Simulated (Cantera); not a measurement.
A closed system holds: 1 mol SiCl₄, 0.36 mol H₂, 1.5 mol HCl, equilibrated at 750 K and 1.00 bar.

These are equilibrium values from Cantera (NASA tables, ideal gas, pure condensed phases), not measurements of a reactor. Candidate condensed phases: Si; 19 gas species. The numbers say what is thermodynamically allowed, not how fast it happens.

Base state: HCl 0.525, SiCl₄ 0.350, H₂ 0.126, SiHCl₃ 3.80e-5 (mole fractions); condensed: gas only.

Problem. What changes in the equilibrium state with this change: SiCl₄ replaced by Si?

Solution. 
| species | before | after |
|---|---|---|
| H₂ | 0.126 | 0.717 |
| SiCl₄ | 0.350 | 0.190 |
| SiHCl₃ | 3.80e-5 | 0.0885 |
| HCl | 0.525 | 0.000699 |
| SiH₂Cl₂ | <1e-9 | 0.00302 |
| SiH₃Cl | <1e-9 | 2.30e-5 |
| SiCl₃ | 2.53e-8 | 2.47e-5 |
| Si(s), mol | 0 | 0.591 |
The tables' values for SiCl₃ are old estimates; treat these amounts as uncertain.

Problem. What changes in the equilibrium state with this change: 0.91 mol NH₃ added?

Solution. 
```json
[
 {"species": "H₂", "before": "0.126", "after": "0.368"},
 {"species": "HCl", "before": "0.525", "after": "0.321"},
 {"species": "SiCl₄", "before": "0.350", "after": "0.214"},
 {"species": "N₂", "before": "0", "after": "0.0971"},
 {"species": "NH₃", "before": "0", "after": "0.000355"},
 {"species": "SiHCl₃", "before": "3.80e-5", "after": "0.000111"}
]
```
Further candidate phases: NH₄Cl, Si₃N₄.

Problem. What changes in the equilibrium state with this change: temperature from 750 K to 1473.15 K?

Solution. 
```json
[
 {"species": "HCl", "before": "0.525", "after": "0.549"},
 {"species": "SiCl₄", "before": "0.350", "after": "0.317"},
 {"species": "H₂", "before": "0.126", "after": "0.106"},
 {"species": "SiCl₃", "before": "2.53e-8", "after": "0.0185"},
 {"species": "SiCl₂", "before": "<1e-9", "after": "0.00368"},
 {"species": "Cl", "before": "<1e-9", "after": "1.74e-5"},
 {"species": "SiH₂Cl₂", "before": "<1e-9", "after": "1.62e-5"}
]
```
The tables' values for SiCl₃ are old estimates; treat these amounts as uncertain.
